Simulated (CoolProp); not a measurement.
Values from CoolProp's reference Helmholtz-energy equation of state, Kamei 1995.

### Question
For R22, give the phase and the cv (kJ/(kg K)), speed of sound (m/s), viscosity (µPa s) at 427.7 K and 0.655 bar; 137 K and 0.723 bar.

### Answer
- 427.7 K and 0.655 bar: gas; cv 0.693, speed of sound 216, viscosity 19.6
- 137 K and 0.723 bar: liquid; cv 0.693, speed of sound 1300, viscosity 2900

Viscosity comes from a separate model (Bell 2016), an estimate that may be off by 10 % or more.
